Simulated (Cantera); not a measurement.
A closed system holds: 1 mol Al, a varied amount of Cl2, 0.51 mol N2, held at 377 °C and 0.0100 bar.

Equilibrium computed with Cantera from the NASA thermochemical tables; the gas is ideal and each condensed phase is pure. Candidate condensed phases: Al, AlCl3, AlN; 11 gas species. The numbers say what is thermodynamically allowed, not how fast it happens.

Problem. Which condensed phases are stable at each of these points (n(Cl2) (mol)): 0.38, 0.46, 0.56, 0.68, 0.83, 1, 1.2, 1.5, 1.8?

Solution. 
```csv
n(Cl2) (mol),condensed phases,Al condensed (%)
0.38,AlN(s),74.7
0.46,AlN(s),69.3
0.56,AlN(s),62.7
0.68,AlN(s),54.7
0.83,AlN(s),44.7
1,AlN(s),33.3
1.2,AlN(s),20.0
1.5,gas only,0.0
1.8,gas only,0.0
```

From 0.38 mol Cl2 to 1.2 mol Cl2 the condensed part is AlN(s). From 1.5 mol Cl2 to 1.8 mol Cl2 nothing is condensed.
